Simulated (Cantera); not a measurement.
A closed system holds: 1 mol MgO, 0.2 mol H₂, held at 2450 K and 120 Pa.

Cantera equilibrium calculation (NASA polynomials, part measured and part estimated; ideal gas, pure solids and liquids). Candidate condensed phases: H₂O, Mg, MgO, Mg(OH)₂; 15 gas species. The tables' values for MgH are old estimates; treat these amounts as uncertain. The numbers say what is thermodynamically allowed, not how fast it happens.

Base state: Mg 0.530, O₂ 0.160, O 0.130, H 0.0680, H₂O 0.0410, OH 0.0396, MgO 0.0156, H₂ 0.0137 (mole fractions); condensed: gas only.

Problem. What changes in the equilibrium state with this change: H₂ from 0.2 to 0.81 mol?

Solution. 
```
species   before    after
-------  -------  -------
Mg         0.530    0.404
H         0.0680    0.163
H₂O       0.0410    0.145
O₂         0.160   0.0606
H₂        0.0137   0.0789
MgO       0.0156  0.00735
O          0.130   0.0801
OH        0.0396   0.0584
MgH      4.19e-5  7.67e-5
Mg(OH)₂  2.04e-5  3.39e-5
```
